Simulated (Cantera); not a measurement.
A closed system holds: 1 mol TEOS, 9.3 mol N2O, equilibrated at 0.100 bar.

Method: chemical equilibrium by Gibbs-energy minimisation in Cantera with the NASA 1993 tables (ideal gas, pure condensed phases). Candidate condensed phases: C, C6H6, C7H8, C8H18, H2O, Si, SiC, SiO2, Si2N2O, Si3N4; 151 gas species. The feed counts by its element totals alone. The tables hold silica as quartz up to 1696 K and as liquid above; real silica turns to tridymite and cristobalite and melts near 1996 K. Equilibrium is a limit: real reactors are often held back by kinetics, nucleation or transport.

x: gas mole fraction; n: condensed amount in mol.

| T (K) | x N2 | x H2 | x CO | x CO2 | x H2O | n C(graphite) | n SiO2(α-quartz) | n SiO2(β-quartz) | n SiO2(condensed) |
|---|---|---|---|---|---|---|---|---|---|
| 825 | 0.358 | 0.308 | 0.156 | 0.109 | 0.0605 | 0.890 | 1.00 | 0 | 0 |
| 925 | 0.341 | 0.316 | 0.222 | 0.0713 | 0.0502 | 0 | 0 | 1.00 | 0 |
| 1025 | 0.341 | 0.305 | 0.233 | ___ | ___ | 0 | 0 | 1.00 | 0 |
| 1125 | 0.341 | 0.297 | 0.242 | 0.0514 | 0.0695 | 0 | 0 | 1.00 | 0 |
| 1225 | 0.341 | 0.290 | 0.248 | 0.0446 | 0.0763 | 0 | 0 | 1.00 | 0 |
| 1325 | 0.341 | 0.285 | 0.254 | ___ | 0.0817 | 0 | 0 | 1.00 | 0 |
| 1425 | 0.341 | 0.280 | 0.258 | 0.0348 | 0.0860 | 0 | 0 | 1.00 | 0 |
| 1525 | 0.341 | 0.277 | 0.262 | 0.0314 | 0.0895 | 0 | 0 | 1.000 | 0 |
| 1625 | 0.341 | 0.274 | 0.264 | 0.0286 | 0.0922 | 0 | 0 | 1.000 | 0 |
| 1725 | 0.341 | 0.272 | 0.267 | 0.0264 | 0.0945 | 0 | 0 | 0 | 1.000 |

### Question
Complete the blanks.

### Answer

- 1325, x CO2: 0.0391
- 1025, x CO2: 0.0601
- 1025, x H2O: 0.0608
